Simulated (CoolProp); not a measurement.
Vapour pressure (MPa) of methane: the reference equation beside estimates from Tc = -82.6 °C, pc = 4.599 MPa, ω = 0.011. Clausius-Clapeyron is anchored at -147.55 °C with a constant enthalpy of vaporisation of 7.740 kJ/mol.

Values from CoolProp's reference Helmholtz-energy equation of state, Setzmann 1991.

```csv
T (°C),reference,Lee-Kesler,Clausius-Clapeyron,van der Waals,Redlich-Kwong,Soave-Redlich-Kwong
-153.65,0.1847,0.1833,0.1914,0.5131,0.1475,0.1818
-151.65,0.2126,0.2112,0.2176,0.5624,0.1734,0.2098
-149.65,[?],0.2423,0.2463,0.6148,0.2025,0.2409
-147.55,0.2794,0.2784,0.2794,0.6732,0.2368,0.2771
-145.55,0.3172,0.3164,0.3138,0.7322,0.2733,0.3153
-143.55,[?],0.3580,0.3512,[?],0.3137,0.3572
-141.45,0.4062,0.4060,0.3938,0.8635,0.3607,0.4055
-139.45,0.4558,0.4559,0.4378,0.9327,[?],0.4558
-137.45,0.5097,0.5101,0.4851,1.006,0.4640,0.5106
-135.45,0.5681,[?],0.5359,1.082,0.5228,0.5700
-133.35,0.6346,0.6356,0.5932,1.166,0.5902,0.6376
-131.35,0.7029,0.7042,0.6516,1.250,0.6599,0.7073
-129.35,0.7765,0.7781,0.7138,1.338,0.7352,0.7823
-127.35,0.8555,0.8573,0.7801,1.430,0.8164,0.8628
```

**Question.** Fill in the missing entries.

**Answer.** 
- -149.65, reference: 0.2435
- -143.55, reference: 0.3586
- -143.55, van der Waals: 0.7944
- -139.45, Redlich-Kwong: 0.4100
- -135.45, Lee-Kesler: 0.5688

Absolute difference from the reference over all 14 rows, mean and median: Lee-Kesler 0.3 and 0.2 %, Clausius-Clapeyron 4.2 and 3.8 %, van der Waals 113.9 and 108.6 %, Redlich-Kwong 11.3 and 10.6 %, Soave-Redlich-Kwong 0.7 and 0.6 %.
